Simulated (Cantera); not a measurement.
Thermodynamics of fluorocarbon and chlorocarbon gases, feed C₂F₆ + HCl + H₂

Input: 1 mol C₂F₆, 0.051 mol HCl, 8.3 mol H₂, equilibrated at 600 K.

Method: chemical equilibrium by Gibbs-energy minimisation in Cantera with the NASA 1993 tables (ideal gas, pure condensed phases). Candidate condensed phases: C, C₆H₆, C₇H₈, C₈H₁₈; 118 gas species. The feed counts by its element totals alone. Kinetics and transport are ignored.

```json
[
 {"P (Pa)": "1", "x HF": "0.529", "x H₂": "0.467", "x CH₄": "0.000205", "x HCl": "0.00449", "x H₂F₂": "1.18e-9", "x C₂H₆": "<1e-12", "n C(graphite)": "2.00"},
 {"P (Pa)": "3.60", "x HF": "0.529", "x H₂": "0.466", "x CH₄": "0.000737", "x HCl": "0.00450", "x H₂F₂": "4.26e-9", "x C₂H₆": "<1e-12", "n C(graphite)": "1.99"},
 {"P (Pa)": "13", "x HF": "0.530", "x H₂": "0.463", "x CH₄": "0.00263", "x HCl": "0.00450", "x H₂F₂": "1.54e-8", "x C₂H₆": "8.76e-12", "n C(graphite)": "1.97"},
 {"P (Pa)": "46", "x HF": "0.533", "x H₂": "0.453", "x CH₄": "0.00891", "x HCl": "0.00453", "x H₂F₂": "5.53e-8", "x C₂H₆": "1.03e-10", "n C(graphite)": "1.90"},
 {"P (Pa)": "170", "x HF": "0.544", "x H₂": "0.423", "x CH₄": "0.0287", "x HCl": "0.00462", "x H₂F₂": "2.12e-7", "x C₂H₆": "1.14e-9", "n C(graphite)": "1.68"},
 {"P (Pa)": "600", "x HF": "0.567", "x H₂": "0.357", "x CH₄": "0.0720", "x HCl": "0.00482", "x H₂F₂": "8.14e-7", "x C₂H₆": "8.53e-9", "n C(graphite)": "1.24"},
 {"P (Pa)": "2200", "x HF": "0.601", "x H₂": "0.257", "x CH₄": "0.137", "x HCl": "0.00511", "x H₂F₂": "3.36e-6", "x C₂H₆": "4.29e-8", "n C(graphite)": "0.632"},
 {"P (Pa)": "7700", "x HF": "0.633", "x H₂": "0.165", "x CH₄": "0.197", "x HCl": "0.00538", "x H₂F₂": "1.30e-5", "x C₂H₆": "1.38e-7", "n C(graphite)": "0.131"},
 {"P (Pa)": "28000", "x HF": "0.642", "x H₂": "0.139", "x CH₄": "0.214", "x HCl": "0.00545", "x H₂F₂": "4.87e-5", "x C₂H₆": "1.93e-7", "n C(graphite)": "0"},
 {"P (Pa)": "100000", "x HF": "0.641", "x H₂": "0.139", "x CH₄": "0.214", "x HCl": "0.00545", "x H₂F₂": "0.000174", "x C₂H₆": "1.93e-7", "n C(graphite)": "0"}
]
```
x: gas mole fraction; n: condensed amount in mol.

From 1.00 Pa to 7700 Pa the condensed part is C(graphite). From 28000 Pa to 100000 Pa nothing is condensed. The main C-bearing gas is CH₄ throughout.
